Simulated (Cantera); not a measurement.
Feed: 1 mol SiO2, 1.1 mol MgO, 0.78 mol N2, at 1873 K and 6.90 bar.

Equilibrium computed with Cantera from the NASA thermochemical tables; the gas is ideal and each condensed phase is pure. Candidate condensed phases: Mg, MgO, MgSiO3, Mg2SiO4, Si, SiO2, Si2N2O, Si3N4; 20 gas species. Mutual solubility and eutectic melting of coexisting phases are not modelled. Condensed phases not in the tables: alloys, solid solutions and most ternary compounds. Rates play no part.

Question: What is the equilibrium state?

Answer: 
```
Quantity                              Result
--------------------------------  ----------
x(N2)                                  1.000
n(MgSiO3(l))                       0.900 mol
n(Mg2SiO4(s))                      0.100 mol
gas amount                        0.7800 mol
log10 activity of Mg(l) (absent)       -7.96
log10 activity of Si(l) (absent)       -8.47
```
